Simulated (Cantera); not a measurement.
A freely propagating, adiabatic, planar premixed flame of H2 : O2 : N2 = 1 : 0.61 : 2.29 (molar parts), unburnt at 575 K and 7.20 bar; mixture-averaged transport, grid criteria slope 0.08 and curve 0.16, no radiation.

Detailed kinetics in Cantera: the H2/O2 subset of GRI-Mech 3.0, which has no nitrogen chemistry. The hydrogen kinetics of GRI-Mech 3.0 are dated; newer H2 mechanisms differ, most at raised pressure. Burning velocities carry a grid error of a few per cent, more on coarse grids.

x: mole fraction of selected species; z is measured from the peak of heat release.

```tsv
z (mm)	T (K)	u (m/s)	x H2	x O2	x OH	x HO2	x H	x O
-0.111	575	4.22	0.256	0.156	<1e-8	<1e-8	<1e-8	<1e-8
-0.0742	575	4.21	0.256	0.157	<1e-8	5.05e-8	<1e-8	<1e-8
-0.0557	575	4.21	0.255	0.157	<1e-8	4.13e-7	<1e-8	<1e-8
-0.0371	579	4.21	0.249	0.158	<1e-8	8.50e-6	<1e-8	?
-0.0186	661	4.64	0.217	0.161	3.77e-5	0.000613	2.85e-5	?
-0.00928	966	6.55	0.167	0.151	0.000898	0.00102	0.00150	?
0	1405	9.30	0.102	0.116	0.00335	0.000530	0.00828	?
0.00928	1722	11.3	0.0528	0.0765	0.00830	0.000268	0.0140	?
0.0186	1904	12.5	0.0302	0.0550	0.0125	0.000148	0.0137	?
0.0371	2084	13.6	0.0180	0.0428	0.0151	7.29e-5	0.00891	?
0.0742	2229	14.4	0.0114	0.0383	0.0138	3.51e-5	0.00404	?
0.148	2324	14.9	0.00623	0.0362	0.0108	1.69e-5	0.00145	?
0.297	2371	15.2	0.00322	0.0354	0.00818	9.94e-6	0.000527	?
```

Q: Some entries are withheld; supply them.

A: 
- -0.0371, x O: 1.12e-7
- -0.0186, x O: 1.18e-5
- -0.00928, x O: 0.000329
- 0, x O: 0.00258
- 0.00928, x O: 0.00565
- 0.0186, x O: 0.00689
- 0.0371, x O: 0.00596
- 0.0742, x O: 0.00357
- 0.148, x O: 0.00178
- 0.297, x O: 0.000920
